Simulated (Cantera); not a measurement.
Charge: 1 mol Cu, 7.4 mol F₂, at 1073 K and 0.133 bar.

These are equilibrium values from Cantera (NASA tables, ideal gas, pure condensed phases), not measurements of a reactor. Candidate condensed phases: Cu, CuF₂; 6 gas species. Rates play no part.

Base state: F₂ 0.593, F 0.406, CuF₂ 0.000705 (mole fractions); condensed: CuF₂(s).

**Question.** What changes in the equilibrium state with this change: pressure from 0.133 bar to 13.3 mbar?

**Answer.** 
```csv
species,before,after
F,0.406,0.777
F₂,0.593,0.216
CuF₂,0.000705,0.00705
"CuF₂(s), mol",0.994,0.925
```
